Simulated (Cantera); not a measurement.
Input (Python, Cantera) and output of one run.

```python
import numpy as np
import cantera as ct

gas_names = """
    CL CL2 H HCL H2 Si SiCL SiCL2 SiCL3 SiCL4 SiH SiHCL3 SiH2 SiH2CL2 SiH3 SiH3CL SiH4 Si2 Si3
""".split()
cond_names = """
    Si(cr) Si(L)
""".split()


def load(file, names, dense=False):
    # The tables refer to 1 bar. Condensed volumes are neglected.
    table = {s.name: s for s in ct.Species.list_from_file(file)}
    out = []
    for n in names:
        d = dict(table[n].input_data)
        d["thermo"] = dict(d["thermo"], **{"reference-pressure": 1e5})
        if dense:
            d["equation-of-state"] = {"model": "constant-volume", "density": "1e6 g/cm^3"}
        out.append(ct.Species.from_dict(d))
    return out


gas = ct.Solution(thermo="ideal-gas", species=load("nasa_gas.yaml", gas_names))
cond = {s.name: ct.Solution(thermo="fixed-stoichiometry", species=[s], name=s.name)
        for s in load("nasa_condensed.yaml", cond_names, dense=True)}
atoms = {
    'SiCl4': {'Si': 1, 'CL': 4},
    'Cl2': {'CL': 2},
    'H2': {'H': 2},
    'HCl': {'H': 1, 'CL': 1},
}
top_T = {}  # K; cautious upper limits of use, not melting points


def equilibrate(T, P, feed):
    n = {}
    for name, mol in feed.items():
        for a, k in atoms[name].items():
            n[a] = n.get(a, 0.0) + k * mol
    gas.TPX = T, P, n
    mass = sum(n.values()) * gas.mean_molecular_weight
    gas.equilibrate("TP")
    valid = [c for c in cond.values() if c.min_temp <= T <= top_T.get(c.name, c.max_temp)]
    mix = ct.Mixture([(gas, mass / gas.mean_molecular_weight)] + [(c, 0.0) for c in valid])
    mix.T, mix.P = T, P
    mix.equilibrate("TP", solver="vcs", rtol=1e-11, max_steps=5000)
    return mix


results = []
T = 1298  # K
P = 100  # Pa
for m in [30, 44, 65, 95, 140, 210, 310, 450, 670]:
    feed = {'SiCl4': 1, 'Cl2': 0.36, 'H2': m, 'HCl': 2.9}  # mol
    mix = equilibrate(T, P, feed)
    results.append((T, P, feed, dict(zip(mix.species_names, mix.species_moles))))

top = {s: max(r[3][s] / sum(r[3][g] for g in gas_names) for r in results) for s in gas_names}
cols = sorted((s for s in top if top[s] > 1e-05), key=lambda s: -top[s])[:9]
seen = [c for c in cond_names if any(r[3].get(c, 0) > 1e-12 for r in results)]
print("log10 of partial pressures in bar; condensed amounts in mol")
print(f"{'n(H2)':>10s}" + "".join(f"{s[:9]:>10s}" for s in cols + seen))
for T, P, feed, n in results:
    ng = sum(n[g] for g in gas_names)
    print(f"{feed['H2']:10.4g}" + "".join(f"{np.log10(max(n[s] / ng * P / 1e5, 1e-99)):10.3f}" for s in cols)
          + "".join(f"{n.get(c, 0):10.4g}" for c in seen))
```

Output:

```
log10 of partial pressures in bar; condensed amounts in mol
     n(H2)        H2       HCL     SiCL2     SiCL3     SiCL4    SiHCL3         H    Si(cr)
        30    -3.089    -3.805    -4.584    -5.792    -6.223    -6.853    -7.514         0
        44    -3.062    -3.948    -4.717    -6.081    -6.668    -7.128    -7.501         0
        65    -3.043    -4.100    -4.863    -6.389    -7.138    -7.426    -7.491         0
        95    -3.030    -4.245    -5.036    -6.713    -7.615    -7.745    -7.485   0.05273
       140    -3.021    -4.374    -5.303    -7.114    -8.149    -8.141    -7.481    0.2634
       210    -3.015    -4.519    -5.599    -7.558    -8.741    -8.581    -7.477    0.4506
       310    -3.010    -4.666    -5.896    -8.004    -9.336    -9.026    -7.475    0.5959
       450    -3.007    -4.811    -6.191    -8.446    -9.925    -9.466    -7.474    0.7046
       670    -3.005    -4.972    -6.514    -8.931   -10.571    -9.950    -7.472    0.7922
```

These are equilibrium values from Cantera (NASA tables, ideal gas, pure condensed phases), not measurements of a reactor. The tables' values for SiCl3 are old estimates; treat these amounts as uncertain.
